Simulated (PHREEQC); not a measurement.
# Brine (model solution)

Consider water at 20 °C with 0.86 mol/kgw HCl, 2.5 mol/kgw MnCl2 and 5.8 mol/kgw NaCl. Closed to the air; pH follows from the charge balance.

The numbers come from PHREEQC with the Pitzer model, pitzer.dat.

```yaml
pH: -1.73
ionic_strength: 14.2 mol/kgw
activity_of_water: 0.500
density: 1.371 g/cm³
osmotic_coefficient: 1.848
total_alkalinity: -860 meq/kg
```

```json
[
 {"species": "Cl-", "molality": "11.7", "activity": "10.3", "log γ": "-0.055"},
 {"species": "Na+", "molality": "5.80", "activity": "31.8", "log γ": "0.739"},
 {"species": "Mn+2", "molality": "2.50", "activity": "41.4", "log γ": "1.219"},
 {"species": "H+", "molality": "0.860", "activity": "54.1", "log γ": "1.798"}
]
```

Precipitation was switched off in this run. Saturation is exceeded, for instance for Halite; the values hold only as long as no solid forms. In brines, pH and single-ion activities rest on the MacInnes convention.
